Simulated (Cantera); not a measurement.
Input: 1 mol V, 2 mol NH₃, 7.5 mol N₂, equilibrated at 0.458 Torr.

Cantera equilibrium calculation (NASA polynomials, part measured and part estimated; ideal gas, pure solids and liquids). Candidate condensed phases: V, VN; 11 gas species. The numbers say what is thermodynamically allowed, not how fast it happens. All values below are at 2102 °C.

Base state: N₂ 0.613, H 0.196, H₂ 0.118, V 0.0721 (mole fractions); condensed: gas only.

Question: What changes in the equilibrium state with this change: 0.035 mol O₂ added?

Answer: 
```json
[
 {"species": "N₂", "before": "0.613", "after": "0.613"},
 {"species": "H", "before": "0.196", "after": "0.196"},
 {"species": "H₂", "before": "0.118", "after": "0.118"},
 {"species": "V", "before": "0.0721", "after": "0.0672"},
 {"species": "VO", "before": "0", "after": "0.00493"},
 {"species": "VO₂", "before": "0", "after": "4.98e-5"},
 {"species": "H₂O", "before": "0", "after": "1.41e-5"}
]
```
Further candidate phases: H₂O, VO, V₂O₃, V₂O₄, V₂O₅.
